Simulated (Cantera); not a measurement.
# Abatement and gas-phase synthesis: NH₃ + H₂ + O₂

A closed system holds: 1 mol NH₃, 3.8 mol H₂, 2.4 mol O₂, at 0.133 bar.

Equilibrium computed with Cantera from the NASA thermochemical tables; the gas is ideal and each condensed phase is pure. Candidate condensed phases: H₂O; 47 gas species. Ions and electrons are included (thermal ionisation). Kinetics and transport are ignored.

From 1727 °C to 4727 °C nothing is condensed.

```csv
T (°C),x H₂O,x H,x O,x H₂,x OH,x N₂,x O₂,x N
1727,0.825,0.00131,1.39e-5,0.0862,0.00125,0.0861,5.72e-5,7.25e-10
1977,0.808,0.00611,0.000384,0.0901,0.00822,0.0852,0.00145,1.79e-8
2227,0.733,0.0233,0.00415,0.114,0.0310,0.0816,0.0110,2.29e-7
2477,0.566,0.0748,0.0212,0.159,0.0713,0.0733,0.0303,1.78e-6
2727,0.333,0.188,0.0668,0.190,0.110,0.0602,0.0463,9.36e-6
2977,0.129,0.356,0.143,0.164,0.111,0.0462,0.0437,3.63e-5
3227,0.0309,0.509,0.219,0.0991,0.0731,0.0366,0.0262,0.000116
3477,0.00555,0.597,0.264,0.0473,0.0366,0.0323,0.0118,0.000331
3727,0.000966,0.636,0.285,0.0212,0.0169,0.0307,0.00488,0.000852
3977,0.000187,0.652,0.293,0.00984,0.00798,0.0298,0.00208,0.00198
4227,4.18e-5,0.659,0.297,0.00484,0.00398,0.0286,0.000948,0.00417
4477,1.07e-5,0.661,0.298,0.00253,0.00211,0.0267,0.000463,0.00800
4727,3.11e-6,0.660,0.298,0.00141,0.00118,0.0237,0.000241,0.0140
```
x: gas mole fraction; nothing condenses.
